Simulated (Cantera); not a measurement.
Mixture: CH₄ : C₂H₆ : O₂ : N₂ = 1 : 0.031 : 1.76 : 10.7 (molar parts), at 760 Torr, adiabatic and at constant volume. Ignition delay is the time to a rise of 400 K.

Model: GRI-Mech 3.0 (53 species, 325 reactions), integrated in Cantera.

Q: What does this change do: N2 10.7 to 7.1 parts?

A: 
```
quantity                                                before       after
--------------------------------------------------  ----------  ----------
delay at 1200 K                                        32.9 ms     22.1 ms
delay at 1300 K                                        8.92 ms     6.02 ms
delay at 1400 K                                        2.55 ms     1.75 ms
delay at 1500 K                                       0.803 ms    0.569 ms
delay at 1600 K                                       0.297 ms    0.217 ms
delay at 1700 K                                       0.133 ms     98.9 µs
apparent activation energy between 1500 and 1700 K  190 kJ/mol  190 kJ/mol
```
